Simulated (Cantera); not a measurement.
Feed: 1 mol Si, 1.1 mol Br₂, 30 mol H₂, equilibrated at 650 K.

Cantera equilibrium calculation (NASA polynomials, part measured and part estimated; ideal gas, pure solids and liquids). Candidate condensed phases: Br₂, Si; 19 gas species. The numbers say what is thermodynamically allowed, not how fast it happens.

At 24000 Pa, list the 5 most abundant gas species with their mole fractions, and the condensed phases.

H₂ 0.981, SiBr₄ 0.0162, SiHBr₃ 0.00222, HBr 0.000302, SiH₂Br₂ 0.000140. Condensed: Si(s).
